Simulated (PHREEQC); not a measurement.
A solution holds 0.066 mol/kgw KH2PO4, 0.0045 mol/kgw KOH and 0.0034 mol/kgw KCl, at 34 °C. Closed to the air; pH follows from the charge balance.

Model: ion-association model, phreeqc.dat, run in PHREEQC.

Q: The ionic strength comes out as 0.0779 mol/kgw. What activity coefficients do Cl-, K+, KHPO4-, H2PO4-, HPO4-2 get?

A: Cl- 0.78, K+ 0.78, KHPO4- 0.80, H2PO4- 0.80, HPO4-2 0.40.

This is a speciation only: nothing precipitates in the calculation.
